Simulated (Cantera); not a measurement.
Charge: 1 mol MgCO3, 2.8 mol SO3, 6.6 mol CO2, held at 675 °C and 1 atm.

Equilibrium computed with Cantera from the NASA thermochemical tables; the gas is ideal and each condensed phase is pure. Candidate condensed phases: C, Mg, MgCO3, MgO, MgS, MgSO4, S; 26 gas species. The numbers say what is thermodynamically allowed, not how fast it happens.

Base state: CO2 0.767, SO2 0.102, SO3 0.0797, O2 0.0510 (mole fractions); condensed: MgSO4(s).

Q: What changes in the equilibrium state with this change: pressure from 1 atm to 0.0100 bar?

A: 
```
species        before   after
-------------  ------  ------
CO2             0.767   0.744
SO2             0.102   0.161
O2             0.0510  0.0803
SO3            0.0797  0.0156
MgSO4(s), mol    1.00    1.00
```
